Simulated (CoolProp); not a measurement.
Computed with CoolProp (reference Helmholtz-energy equation of state, Schroeder 2014).

Question: Give the vapour pressure (MPa), enthalpy of vaporisation (kJ/kg), vapour Z, surface tension (mN/m) of saturated ethanol at 102.75 °C.

Answer: 
| T (°C) | p (MPa) | enthalpy of vaporisation (kJ/kg) | vapour Z | surface tension (mN/m) |
|---|---|---|---|---|
| 102.75 | 0.246 | 805 | 0.942 | 14.3 |

Surface tension comes from a separate correlation (Mulero 2012).
